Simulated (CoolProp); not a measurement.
Model: reference Helmholtz-energy equation of state, Span 2000, in CoolProp.

**Question.** For nitrogen, give the phase and the Joule-Thomson coefficient (K/MPa), viscosity (µPa s), conductivity (mW/(m K)) at 128.5 K and 784 kPa; 128.5 K and 1180 kPa; 128.5 K and 1960 kPa.

**Answer.** 
- 128.5 K and 784 kPa: gas; Joule-Thomson coefficient 10.3, viscosity 9.08, conductivity 12.8
- 128.5 K and 1180 kPa: gas; Joule-Thomson coefficient 10.3, viscosity 9.29, conductivity 13.4
- 128.5 K and 1960 kPa: gas; Joule-Thomson coefficient 10.3, viscosity 9.85, conductivity 15.2

Viscosity comes from a separate model (Lemmon 2004). Thermal conductivity comes from a separate model (Lemmon 2004).
